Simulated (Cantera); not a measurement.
**Adiabatic ignition**

An adiabatic, constant-pressure homogeneous reactor starts with CH₄ : H₂ : O₂ : N₂ = 1 : 0.23 : 3.92 : 14.7 (molar parts), at 1573 K and 1.01 bar.

Detailed kinetics in Cantera: GRI-Mech 3.0 (53 species, 325 reactions).

```
t (s)     T (K)   x CH₄     x H₂    x O₂     x HCO     x N₂O
--------  -----  ------  -------  ------  --------  --------
1.00e-6    1573  0.0504   0.0116   0.197    <1e-12    <1e-12
2.68e-6    1573  0.0504   0.0116   0.197    <1e-12    <1e-12
7.20e-6    1573  0.0504   0.0116   0.197  1.48e-12  4.12e-12
1.93e-5    1573  0.0504   0.0116   0.197  1.65e-11  2.34e-11
5.18e-5    1573  0.0503   0.0116   0.197  3.55e-10  1.46e-10
0.000139   1576  0.0492   0.0114   0.197   9.16e-8   1.20e-9
0.000373   2383  <1e-12  0.00494  0.0893   5.91e-9   4.02e-7
0.00100    2526  <1e-12  0.00237  0.0889   1.23e-9   6.80e-7
0.00268    2526  <1e-12  0.00232  0.0880   1.17e-9   6.87e-7
0.00720    2520  <1e-12  0.00229  0.0860   1.13e-9   7.03e-7
0.0193     2513  <1e-12  0.00225  0.0836   1.07e-9   7.42e-7
0.0518     2510  <1e-12  0.00223  0.0827   1.05e-9   7.62e-7
0.139      2510  <1e-12  0.00223  0.0827   1.05e-9   7.63e-7
0.373      2510  <1e-12  0.00223  0.0827   1.05e-9   7.63e-7
1.00       2510  <1e-12  0.00223  0.0827   1.05e-9   7.63e-7
```
x: mole fraction; the columns are a selection and need not sum to one.

```json
{
 "time_of_steepest_temperature_rise": "0.244 ms",
 "temperature at 1.00 s": "2510 K",
 "equilibrium_temperature": "2510 K",
 "x(CH₄) at 1.00 s": "<1e-12 (gas-phase equilibrium <1e-12)",
 "x(H₂) at 1.00 s": "0.00223 (gas-phase equilibrium 0.00223)",
 "x(O₂) at 1.00 s": "0.0827 (gas-phase equilibrium 0.0827)"
}
```
